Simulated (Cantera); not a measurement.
Charge: 1 mol HCl, 1.4 mol H2O, held at 3077 °C and 4.28 Torr.

Equilibrium computed with Cantera from the NASA thermochemical tables; the gas is ideal and each condensed phase is pure. Candidate condensed phases: H2O; 14 gas species. The numbers say what is thermodynamically allowed, not how fast it happens.

Base state: H 0.593, O 0.219, Cl 0.161, H2 0.0117, OH 0.00732, HCl 0.00475, O2 0.00249, H2O 0.000342 (mole fractions); condensed: gas only.

Task: What changes in the equilibrium state with this change: HCl replaced by NH3?

Result: 
| species | before | after |
|---|---|---|
| H | 0.593 | 0.731 |
| O | 0.219 | 0.174 |
| N2 | 0 | 0.0657 |
| Cl | 0.161 | 0 |
| H2 | 0.0117 | 0.0178 |
| HCl | 0.00475 | 0 |
| NO | 0 | 0.00174 |
| N | 0 | 0.000357 |
| O2 | 0.00249 | 0.00157 |
| H2O | 0.000342 | 0.000413 |
